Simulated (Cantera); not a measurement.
A freely propagating, adiabatic, planar premixed flame of 50.2 % H₂, 10.4 % O₂, 39.3 % N₂, unburnt at 500 K and 4.44 atm; multicomponent transport, grid criteria slope 0.08 and curve 0.16, no radiation.

Cantera simulation using the H2/O2 subset of GRI-Mech 3.0, which has no nitrogen chemistry; the numbers are that mechanism's predictions, not measurements. The hydrogen kinetics of GRI-Mech 3.0 are dated; newer H2 mechanisms differ, most at raised pressure. Burning velocities carry a grid error of a few per cent, more on coarse grids.

x: mole fraction of selected species; z is measured from the peak of heat release.

```tsv
z (mm)	T (K)	u (m/s)	x H₂	x O₂	x O	x H₂O	x HO₂	x H₂O₂
-0.192	500	5.96	0.502	0.104	<1e-8	<1e-8	<1e-8	<1e-8
-0.128	500	5.96	0.502	0.104	<1e-8	2.04e-8	<1e-8	<1e-8
-0.0961	500	5.96	0.502	0.104	<1e-8	4.52e-7	8.14e-8	<1e-8
-0.0641	501	5.97	0.502	0.105	3.76e-8	8.76e-6	1.99e-6	6.30e-8
-0.0320	574	6.74	0.493	0.104	1.13e-5	0.00273	0.000571	2.39e-5
-0.0160	875	10.0	0.461	0.0949	0.000198	0.0300	0.000584	5.53e-5
0	___	14.0	___	___	___	___	___	___
0.0160	1527	16.8	0.341	0.0327	0.00141	0.161	0.000113	2.62e-6
0.0320	1669	18.3	0.310	0.0118	0.000884	0.202	3.96e-5	1.14e-6
0.0641	1786	19.5	0.300	___	___	0.223	___	___
0.128	1879	20.4	0.305	0.000112	0.000160	0.228	4.04e-7	2.24e-7
0.256	1959	21.1	0.312	2.64e-5	7.76e-5	0.230	1.27e-7	1.07e-7
0.513	2018	21.6	0.317	1.06e-5	3.14e-5	0.231	5.58e-8	4.68e-8
```

Q: Fill in the missing entries.

A: 
- 0, T (K): 1258
- 0, x H₂: 0.401
- 0, x O₂: 0.0678
- 0, x O: 0.00102
- 0, x H₂O: 0.0915
- 0, x HO₂: 0.000261
- 0, x H₂O₂: 1.56e-5
- 0.0641, x O₂: 0.00150
- 0.0641, x O: 0.000317
- 0.0641, x HO₂: 4.76e-6
- 0.0641, x H₂O₂: 4.68e-7
